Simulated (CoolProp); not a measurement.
CH2F2 (R32) along the isobar 2.46 MPa: fugacity coefficient from the reference equation and from simpler models built on Tc = 351.3 K, pc = 5.783 MPa, ω = 0.277; each cubic takes its own stable root.

Values from CoolProp's reference Helmholtz-energy equation of state, Tillner-Roth 1997.

```
T (K)  phase  reference
-----  -----  ---------
321.3    gas     0.7802
330.8    gas     0.8025
340.3    gas     0.8218
349.7    gas     0.8384
359.2    gas     0.8531
368.7    gas     0.8662
378.2    gas     0.8778
387.6    gas     0.8881
397.1    gas     0.8974
406.6    gas     0.9058
416.1    gas     0.9135
425.5    gas     0.9203
435      gas     0.9266
```

How far does each simpler model (van der Waals, Redlich-Kwong, Peng-Robinson) lie from the reference over these 13 states: mean and median of the absolute difference, and the worst?


- van der Waals: mean 2.8 %, median 2.0 %, worst +8.2 % at 321.3 K and 2.46 MPa
- Redlich-Kwong: mean 1.4 %, median 0.9 %, worst +4.7 % at 321.3 K and 2.46 MPa
- Peng-Robinson: mean 0.5 %, median 0.2 %, worst +1.9 % at 321.3 K and 2.46 MPa
